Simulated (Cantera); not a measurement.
Feed: 1 mol MgO, 14 mol Cl₂, 2.9 mol N₂, at 1673 K and 19.0 Pa.

Method: chemical equilibrium by Gibbs-energy minimisation in Cantera with the NASA 1993 tables (ideal gas, pure condensed phases). Candidate condensed phases: Mg, MgCl₂, MgO; 18 gas species. Equilibrium is a limit: real reactors are often held back by kinetics, nucleation or transport.

Base state: Cl 0.849, N₂ 0.0957, MgCl₂ 0.0331, O₂ 0.0162, Cl₂ 0.00496, O 0.000309, NO 0.000253, ClO 3.01e-5 (mole fractions); condensed: gas only.

Q: What changes in the equilibrium state with this change: temperature from 1673 K to 1898 K?

A: 
| species | before | after |
|---|---|---|
| Cl | 0.849 | 0.853 |
| N₂ | 0.0957 | 0.0951 |
| MgCl₂ | 0.0331 | 0.0328 |
| Cl₂ | 0.00496 | 0.000578 |
| O | 0.000309 | 0.00259 |
| O₂ | 0.0162 | 0.0149 |
| Mg | 3.12e-8 | 2.53e-5 |
| MgCl | 8.45e-7 | 4.49e-5 |
| NO | 0.000253 | 0.000527 |

Q: What changes in the equilibrium state with this change: temperature from 1673 K to 1973 K?

A: 
| species | before | after |
|---|---|---|
| Cl | 0.849 | 0.853 |
| N₂ | 0.0957 | 0.0948 |
| MgCl₂ | 0.0331 | 0.0325 |
| Cl₂ | 0.00496 | 0.000313 |
| O | 0.000309 | 0.00462 |
| O₂ | 0.0162 | 0.0138 |
| Mg | 3.12e-8 | 0.000167 |
| MgCl | 8.45e-7 | 0.000137 |
| NO | 0.000253 | 0.000631 |
| ClO | 3.01e-5 | 2.13e-5 |

Q: What changes in the equilibrium state with this change: pressure from 19.0 Pa to 1.00 bar?

A: 
```
species    before     after
-------  --------  --------
Cl₂       0.00496     0.631
N₂         0.0957     0.155
Cl          0.849     0.132
O₂         0.0162    0.0264
MgCl₂      0.0331    0.0537
O        0.000309   5.43e-6
ClO       3.01e-5  0.000433
NO       0.000253  0.000412
```
